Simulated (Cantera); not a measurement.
A freely propagating, adiabatic, planar premixed flame of 18.3 % H₂, 13.9 % O₂, 67.8 % N₂, equivalence ratio 0.66, unburnt at 525 K and 2.07 atm; mixture-averaged transport, grid criteria slope 0.08 and curve 0.16, no radiation.

Model: the H2/O2 subset of GRI-Mech 3.0, which has no nitrogen chemistry, integrated in Cantera. The hydrogen kinetics of GRI-Mech 3.0 are dated; newer H2 mechanisms differ, most at raised pressure. Burning velocities carry a grid error of a few per cent, more on coarse grids. Lean hydrogen flames are cellular in practice and burn faster than this planar one.

Q: Predict: laminar burning velocity; thermal thickness; peak x(OH); peak x(O); peak x(HO₂); peak x(H).

A: laminar burning velocity: 181 cm/s
thermal thickness: 0.186 mm
peak x(OH): 0.00652
peak x(O): 0.00467
peak x(HO₂): 0.000417
peak x(H): 0.00752
